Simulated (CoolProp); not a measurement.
Vapour-liquid equilibrium of CH2F2 (R32) (1) + R152A (2) at 0.187 MPa; x and y are mole fractions of (1).

The numbers come from the multi-fluid Helmholtz-energy mixture model, Tillner-Roth 1997 and Outcalt 1996; pair parameters Bell 2016 in CoolProp.

```csv
x,bubble temperature (°C),y at the bubble point,dew temperature at overall composition x (°C),liquid density (mol/L)
0.05,-12.0,0.140,-10.2,15.15
0.2,-18.8,0.442,-13.2,16.12
0.35,-24.2,0.634,-16.6,17.14
0.5,-28.6,0.764,-20.4,18.23
0.65,-32.2,0.858,-24.7,19.40
0.8,-35.3,0.928,-29.9,20.69
0.95,-38.0,0.984,-36.3,22.11
```

No azeotrope shows between x = 0.05 and 0.95.

The pair parameters rest on a limited set of measurements; away from them the model extrapolates.
